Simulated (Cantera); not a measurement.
A closed system holds: 1 mol Si₂Cl₆, 15 mol H₂, held at 1 atm.

Cantera equilibrium calculation (NASA polynomials, part measured and part estimated; ideal gas, pure solids and liquids). Candidate condensed phases: Si; 19 gas species. The feed counts by its element totals alone. The tables' values for SiCl₃, SiCl are old estimates; treat these amounts as uncertain. Gases not in the tables: Si₂H₆ and higher silanes. Kinetics and transport are ignored. All values below are at 1475 °C.

Base state: H₂ 0.770, HCl 0.137, SiCl₂ 0.0812, SiCl₃ 0.00815, SiHCl₃ 0.00181, SiCl₄ 0.00146, SiH₂Cl₂ 0.000397, H 0.000199 (mole fractions); condensed: Si(l).

What changes in the equilibrium state with this change: pressure from 1 atm to 75.0 Torr?


```json
[
 {"species": "H₂", "before": "0.770", "after": "0.762"},
 {"species": "HCl", "before": "0.137", "after": "0.143"},
 {"species": "SiCl₂", "before": "0.0812", "after": "0.0899"},
 {"species": "Si", "before": "1.44e-6", "after": "1.46e-5"},
 {"species": "SiH₃Cl", "before": "2.66e-5", "after": "2.73e-6"},
 {"species": "SiH₂Cl₂", "before": "0.000397", "after": "4.30e-5"},
 {"species": "SiHCl₃", "before": "0.00181", "after": "0.000207"},
 {"species": "Si(l), mol", "before": "0.338", "after": "0.320"}
]
```
